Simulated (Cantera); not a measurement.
Mixture: 12.5 % CH4, 4.14 % CO, 18.1 % O2, 65.2 % N2, at 5630 Torr, adiabatic and at constant pressure. Ignition delay is the time to a rise of 400 K.

Model: GRI-Mech 3.0 (53 species, 325 reactions), integrated in Cantera.

Problem. Predict: delay at 1000 K; delay at 1050 K; delay at 1100 K; delay at 1150 K; delay at 1200 K; delay at 1250 K; delay at 1300 K; apparent activation energy between 1200 and 1300 K.

Solution. 
```
Property                                                 Value
--------------------------------------------------  ----------
delay at 1000 K                                        0.303 s
delay at 1050 K                                        0.122 s
delay at 1100 K                                        52.8 ms
delay at 1150 K                                        24.3 ms
delay at 1200 K                                        11.8 ms
delay at 1250 K                                        5.96 ms
delay at 1300 K                                        3.13 ms
apparent activation energy between 1200 and 1300 K  170 kJ/mol
```
